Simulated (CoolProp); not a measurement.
Octamethylcyclotetrasiloxane (D4) along the isobar 1.01 bar: Z from the reference equation and from simpler models built on Tc = 313.4 °C, pc = 13.47 bar, ω = 0.598; each cubic takes its own stable root.

The numbers come from the reference Helmholtz-energy equation of state, Thol 2015 in CoolProp.

```tsv
T (°C)	phase	reference
49.05	liquid	0.01211
64.95	liquid	0.01178
80.95	liquid	0.01148
96.85	liquid	0.01123
112.75	liquid	0.01101
128.75	liquid	0.01083
144.65	liquid	0.01068
160.55	liquid	0.01056
176.45	gas	0.9238
192.45	gas	0.9337
208.35	gas	0.9420
224.25	gas	0.9489
240.25	gas	0.9549
256.15	gas	0.9599
```

How far does each simpler model (van der Waals, Redlich-Kwong) lie from the reference over these 14 states: mean and median of the absolute difference, and the worst?


- van der Waals: mean 3644.5 %, median 76.6 %, worst +8922.7 % at 160.55 °C and 1.01 bar
- Redlich-Kwong: mean 1250.9 %, median 19.4 %, worst +8776.9 % at 160.55 °C and 1.01 bar

At some of these states van der Waals, Redlich-Kwong gives the other phase, because its saturation line lies elsewhere.
